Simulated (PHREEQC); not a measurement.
**Buffer: speciation**

Consider water at 25 °C and 50 atm with 0.0037 mol/kgw NaHCO3, 9.3e-05 mol/kgw Na2B4O7 and 0.059 mol/kgw LiCl. Closed to the air; pH follows from the charge balance.

Model: ion-association model, phreeqc.dat, run in PHREEQC.

No solid was allowed to form.

Q: Estimate the pH.

A: pH 8.55.

Q: In which forms is B present?

A: H3BO3 78 %, H2BO3- 22 % of the B.

Complexes and solids missing from the database can't appear. Under pressure, the constants of complexes without a molar volume in the database are unreliable.
